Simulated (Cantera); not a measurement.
A Cantera script and what it prints.

```python
import numpy as np
import cantera as ct

gas_names = [...]  # 45 gases of nasa_gas.yaml made of Al, Cl, H, N, O
cond_names = """
    AL(cr) AL(L) ALCL3(s) ALCL3(L) ALN(s) AL2O3(a) AL2O3(L) H2O(s) H2O(L) NH4CL(a) NH4CL(b)
""".split()


# ... load() reads the species with a 1 bar reference pressure and builds the phases ...
atoms = {
    'AlCl3': {'AL': 1, 'CL': 3},
    'HCl': {'H': 1, 'CL': 1},
    'H2': {'H': 2},
    'N2O': {'N': 2, 'O': 1},
}
top_T = {'ALN(s)': 2750}  # K; cautious upper limits of use, not melting points


# ... equilibrate(T, P, feed) seeds the gas with the atoms and calls Mixture.equilibrate('TP', solver="vcs", rtol=1e-11, max_steps=5000) ...
results = []
T = 798  # K
P = 100000  # Pa
for m in [5.1, 8.1, 13, 21, 33, 53, 85, 140, 220, 350]:
    feed = {'AlCl3': 1, 'HCl': 0.56, 'H2': m, 'N2O': 6}  # mol
    mix = equilibrate(T, P, feed)
    results.append((T, P, feed, dict(zip(mix.species_names, mix.species_moles))))

top = {s: max(r[3][s] / sum(r[3][g] for g in gas_names) for r in results) for s in gas_names}
cols = sorted((s for s in top if top[s] > 0.001), key=lambda s: -top[s])[:7]
seen = [c for c in cond_names if any(r[3].get(c, 0) > 1e-12 for r in results)]
print("log10 of partial pressures in bar; condensed amounts in mol")
print(f"{'n(H2)':>10s}" + "".join(f"{s[:9]:>10s}" for s in cols + seen))
for T, P, feed, n in results:
    ng = sum(n[g] for g in gas_names)
    print(f"{feed['H2']:10.4g}" + "".join(f"{np.log10(max(n[s] / ng * P / 1e5, 1e-99)):10.3f}" for s in cols)
          + "".join(f"{n.get(c, 0):10.4g}" for c in seen))
```

Output:

```
log10 of partial pressures in bar; condensed amounts in mol
     n(H2)        H2        N2       H2O       HCL       CL2        O2  AL2O3(a)
       5.1   -12.955    -0.348    -0.519    -0.703    -1.469    -1.779       0.5
       8.1    -0.887    -0.430    -0.555    -0.657   -13.445   -25.989       0.5
        13    -0.479    -0.545    -0.670    -0.772   -14.083   -27.034       0.5
        21    -0.288    -0.685    -0.810    -0.912   -14.554   -27.696       0.5
        33    -0.182    -0.836    -0.960    -1.062   -14.959   -28.207       0.5
        53    -0.114    -1.009    -1.132    -1.234   -15.372   -28.688       0.5
        85    -0.071    -1.192    -1.315    -1.417   -15.781   -29.140       0.5
       140    -0.043    -1.395    -1.517    -1.619   -16.212   -29.599       0.5
       220    -0.028    -1.583    -1.705    -1.806   -16.603   -30.005       0.5
       350    -0.017    -1.780    -1.901    -2.002   -17.005   -30.418       0.5
```

Cantera equilibrium calculation (NASA polynomials, part measured and part estimated; ideal gas, pure solids and liquids). Condensed phases not in the tables: AlOCl.
